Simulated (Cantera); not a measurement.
Input: 1 mol C, 0.53 mol O₂, equilibrated at 3.30 bar.

These are equilibrium values from Cantera (NASA tables, ideal gas, pure condensed phases), not measurements of a reactor. Candidate condensed phases: C; 23 gas species. Ions and electrons are included (thermal ionisation). Kinetics and transport are ignored. All values below are at 3000 K.

Base state: CO 0.940, CO₂ 0.0590, O 0.000714, O₂ 0.000131 (mole fractions); condensed: gas only.

### Question
What changes in the equilibrium state with this change: O₂ from 0.53 to 0.015 mol?

### Answer
```tsv
species	before	after
CO	0.940	1.000
C₃	<1e-9	9.45e-5
C	<1e-9	1.54e-5
CO₂	0.0590	3.92e-6
O	0.000714	4.46e-8
O₂	0.000131	<1e-9
C(graphite), mol	0	0.970
```
